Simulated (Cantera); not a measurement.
A closed system holds: 1 mol ZrO2, 500 mol H2, 14 mol N2, equilibrated at 1600 K and 133 Pa.

Cantera equilibrium calculation (NASA polynomials, part measured and part estimated; ideal gas, pure solids and liquids). Candidate condensed phases: H2O, Zr, ZrN, ZrO2; 28 gas species. Mutual solubility and eutectic melting of coexisting phases are not modelled. ZrN: taken at fixed stoichiometry. Condensed phases not in the tables: solid solutions among these carbides, nitrides and lower oxides. Equilibrium is a limit: real reactors are often held back by kinetics, nucleation or transport.

### Question
What is the equilibrium state?

### Answer
```json
{
  "x(H2)": "0.971",
  "x(N2)": "0.0272",
  "x(H)": "0.00147",
  "x(H2O)": "3.67e-6",
  "n(ZrN(s))": "0.000944 mol",
  "n(ZrO2(tetragonal))": "0.999 mol",
  "gas_amount": "514.4 mol",
  "log10 activity of Zr(β) (absent)": "-4.88"
}
```
